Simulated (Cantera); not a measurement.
Cantera run, input and output.

```python
import numpy as np
import cantera as ct

gas = ct.Solution("SiF4_NH3_mec.yaml", "gas")
gas.TPX = 1750, 39000, {'NH3': 1, 'N2': 1.7}
reactor = ct.IdealGasConstPressureReactor(gas, energy="off", clone=False)
net = ct.ReactorNet([reactor])
net.rtol, net.atol = 1e-08, 1e-18
show = ['NH3', 'N2H4', 'N', 'N2H2', 'N2', 'NH2', 'H2']
times = np.geomspace(0.0002, 10, 9)

steps = ct.SolutionArray(gas, extra=["t"])
rows = []
print(f"{'t/s':>10s}{'T/K':>9s}{'P/Pa':>11s}" + "".join(f"{s:>11s}" for s in show))
for t in times:
    while net.time < t:
        t_next = net.step()
        steps.append(gas.state, t=t_next)
    rows.append([np.interp(t, steps.t, y) for y in (steps.T, steps.P, *steps(*show).X.T)])
    print(f"{t:10.3e}{rows[-1][0]:9.1f}{rows[-1][1]:11.4g}" + "".join(f"{x:11.3e}" for x in rows[-1][2:]))
rate = np.gradient(steps.T, steps.t)
print("integrator steps:", len(steps.t))
if steps.T.max() > steps.T[0] + 200:
    print(f"time of steepest temperature rise: {steps.t[rate.argmax()]:.4e} s")
gas.TPX = 1750, 39000, {'NH3': 1, 'N2': 1.7}
gas.equilibrate("TP")
print(f"equilibrium (TP): T = {gas.T:.1f} K  " + "  ".join(f"{s} {gas[s].X[0]:.3e}" for s in show))
```

Output:

```
       t/s      T/K       P/Pa        NH3       N2H4          N       N2H2         N2        NH2         H2
 2.000e-04   1750.0    3.9e+04  3.703e-01  1.324e-09  1.031e-11  8.059e-09  6.296e-01  2.681e-05  1.360e-05
 7.734e-04   1750.0    3.9e+04  3.702e-01  1.832e-08  1.919e-10  1.359e-07  6.296e-01  9.919e-05  6.295e-05
 2.991e-03   1750.0    3.9e+04  3.697e-01  8.156e-08  1.184e-09  6.647e-07  6.295e-01  2.091e-04  5.192e-04
 1.156e-02   1750.0    3.9e+04  3.676e-01  8.355e-08  4.282e-09  7.029e-07  6.293e-01  2.116e-04  2.851e-03
 4.472e-02   1750.0    3.9e+04  3.595e-01  7.494e-08  1.588e-08  6.804e-07  6.286e-01  2.004e-04  1.175e-02
 1.729e-01   1750.0    3.9e+04  3.303e-01  5.933e-08  4.346e-08  5.995e-07  6.258e-01  1.783e-04  4.375e-02
 6.687e-01   1750.0    3.9e+04  2.440e-01  3.606e-08  6.848e-08  3.885e-07  6.176e-01  1.390e-04  1.382e-01
 2.586e+00   1750.0    3.9e+04  9.696e-02  9.499e-09  7.184e-08  1.101e-07  6.037e-01  7.137e-05  2.992e-01
 1.000e+01   1750.0    3.9e+04  1.246e-02  4.102e-10  4.152e-08  5.986e-09  5.957e-01  1.485e-05  3.916e-01
integrator steps: 1177
equilibrium (TP): T = 1750.0 K  NH3 2.497e-06  N2H4 2.749e-17  N 1.802e-11  N2H2 4.659e-14  N2 5.945e-01  NH2 3.834e-09  H2 4.052e-01
```

Computed with Cantera and the gas-phase N/H chemistry of the illustrative SiF4/NH3 mechanism in the Surface Chemkin manual (1991). Walls and surfaces, which speed up NH3 decomposition in real reactors, are not modelled.
